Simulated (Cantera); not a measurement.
Mixture: CH4 : H2 : O2 : N2 = 1 : 0.93 : 2.52 : 9.46 (molar parts), equivalence ratio 0.98, at 3.60 bar, adiabatic and at constant volume. Ignition delay is the time to a rise of 400 K.

Cantera simulation using GRI-Mech 3.0 (53 species, 325 reactions); the numbers are that mechanism's predictions, not measurements.

At T0 = 1248 K, what is the delay, and which 7 reactions control it most (d ln τ / d ln k, from doubling and halving each rate constant)?

The delay is 0.222 ms.
```json
[
 {"reaction": "H + O2 <=> O + OH", "d ln τ / d ln k": "-1.30", "faster rate": "shortens it"},
 {"reaction": "CH4 + OH <=> CH3 + H2O", "d ln τ / d ln k": "0.40", "faster rate": "lengthens it"},
 {"reaction": "CH3 + HO2 <=> CH3O + OH", "d ln τ / d ln k": "-0.39", "faster rate": "shortens it"},
 {"reaction": "H2 + OH <=> H + H2O", "d ln τ / d ln k": "-0.38", "faster rate": "shortens it"},
 {"reaction": "2 CH3 (+M) <=> C2H6 (+M)", "d ln τ / d ln k": "0.29", "faster rate": "lengthens it"},
 {"reaction": "CH3 + H (+M) <=> CH4 (+M)", "d ln τ / d ln k": "0.22", "faster rate": "lengthens it"},
 {"reaction": "CH4 + H <=> CH3 + H2", "d ln τ / d ln k": "0.19", "faster rate": "lengthens it"}
]
```
